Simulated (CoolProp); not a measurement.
Properties of C3F8 (R218) at several states.

Model: reference Helmholtz-energy equation of state, Lemmon 2006, in CoolProp. It is a short technical equation, of lower accuracy than the large ones.

| T (K) | p (MPa) | phase | cp (kJ/(kg K)) | cv (kJ/(kg K)) | Joule-Thomson coefficient (K/MPa) | isothermal compressibility (1/MPa) |
|---|---|---|---|---|---|---|
| 264.1 | 0.0297 | gas | 0.7361 | 0.6896 | 19.16 | 34.00 |
| 149.9 | 5.34 | liquid | 0.8168 | 0.5204 | -0.4658 | 0.0008224 |
| 361.7 | 4.3 | supercritical | 1.809 | 0.9183 | 4.364 | 0.2156 |
| 282.9 | 1.38 | liquid | 1.096 | 0.7669 | 0.006801 | 0.007739 |
| 219.4 | 0.418 | liquid | 0.9380 | 0.6560 | -0.3280 | 0.002256 |
| 406.3 | 2.66 | supercritical | 1.056 | 0.9163 | 6.409 | 0.4839 |
